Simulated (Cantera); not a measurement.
An isothermal, constant-pressure homogeneous reactor starts with CH4 : N2 = 1 : 3 (molar parts), at 1125 K and 4.88 Torr. Integrator tolerance rtol = 1e-08.

Model: GRI-Mech 3.0 (53 species, 325 reactions), integrated in Cantera. GRI-Mech 3.0 stops at C3 and has no aromatics, soot or wall deposition, so with more carbon than oxygen in the feed, carbon stays in small species such as C2H2 where larger ones or solid carbon would form. Radical loss at walls, strong at low pressure, is not modelled.

### Question
What does this change do: temperature 1125 to 1648 K?

### Answer
```
quantity                                             before                                     after
-----------------  ----------------------------------------  ----------------------------------------
x(CH4) at 1.00 s       0.250 (gas-phase equilibrium 0.0362)    0.0583 (gas-phase equilibrium 4.85e-5)
x(C2H2) at 1.00 s     <1e-12 (gas-phase equilibrium 0.0537)     0.0754 (gas-phase equilibrium 0.0525)
x(C2H4) at 1.00 s  6.38e-12 (gas-phase equilibrium 0.00372)  0.000894 (gas-phase equilibrium 7.50e-6)
x(C2H6) at 1.00 s  3.76e-11 (gas-phase equilibrium 2.43e-6)  1.22e-5 (gas-phase equilibrium 4.53e-11)
x(CH3) at 1.00 s    4.82e-8 (gas-phase equilibrium 7.38e-7)   0.00104 (gas-phase equilibrium 2.00e-6)
```
